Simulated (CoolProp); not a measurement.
Computed with CoolProp (reference Helmholtz-energy equation of state, Gao 2016).

Give the vapour pressure (bar), liquid density (kg/m³), liquid cp (kJ/(kg K)) of saturated sulfur dioxide at 249.1, 308.2 K.


| T (K) | p (bar) | liquid density (kg/m³) | liquid cp (kJ/(kg K)) |
|---|---|---|---|
| 249.1 | 0.519 | 1500 | 1.36 |
| 308.2 | 5.42 | 1340 | 1.41 |
